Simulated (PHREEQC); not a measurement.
Buffer: speciation

Solution (50 °C): 2.2 mmol/kgw KHCO3 and 160 mmol/kgw KOH. Closed to the air; pH follows from the charge balance.

Computed with PHREEQC (ion-association model, phreeqc.dat).

This is a speciation only: nothing precipitates in the calculation.

Problem. Predict the pH, density.

Solution. pH 12.31; density 0.996 g/cm³.

At this temperature some constants are extrapolated from 25 °C, and those without enthalpy data are left unchanged.
